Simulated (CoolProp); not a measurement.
Saturated liquid density (kg/m³) of carbon dioxide: the reference equation beside estimates from Tc = 304.1 K, pc = 7.377 MPa, ω = 0.224. Rackett uses Z = 0.29056 − 0.08775 ω.

Model: reference Helmholtz-energy equation of state, Span 1996, in CoolProp.

| T (K) | reference | Rackett | van der Waals |
|---|---|---|---|
| 236.2 | 1104 | 1110 | 679.8 |
| 241.6 | 1082 | 1088 | 666.2 |
| 247 | 1059 | 1065 | 651.9 |
| 252.5 | 1035 | 1041 | 636.5 |
| 257.9 | 1009 | 1016 | 620.6 |
| 263.3 | 982.2 | 989.2 | 603.7 |
| 268.7 | 953.2 | 960.7 | 585.6 |
| 274.1 | 921.7 | 929.9 | 566.0 |
| 279.6 | 886.3 | 895.4 | 544.1 |

Absolute difference from the reference over all 9 rows, mean and median: Rackett 0.7 and 0.7 %, van der Waals 38.5 and 38.5 %.
